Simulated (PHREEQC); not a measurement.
A column of 1 m (40 cells, dispersivity 0.08 m, 60 s a shift, diffusion coefficient 3e-10 m²/s) holds 0.031 eq of the database's cation exchanger X per kg of pore water, first in equilibrium with 1 mmol/kgw CaCl2, 6.4 mmol/kgw ZnCl2 and 0.01 mmol/kgw HCl. It is flushed with 0.0032 mol ZnSO4, 0.0027 mol CdCl2 and 1e-05 mol HCl per kg of water, at 40 °C. Values are for the last cell. The system is closed to CO2. Nothing may precipitate in this run.

The series has 33 steps of pore volumes, from 0 to 8.012.

Model: ion-association model, phreeqc.dat, run in PHREEQC.

### Question
After how many pore volumes does S at the outlet first reach half of its feed value?

### Answer
By 1.0 pore volumes.

### Question
After how many pore volumes does Cd at the outlet first reach half of its feed value?

### Answer
By 3.0 pore volumes.

Species that the database lacks are ignored. At this temperature some constants are extrapolated from 25 °C, and those without enthalpy data are left unchanged.
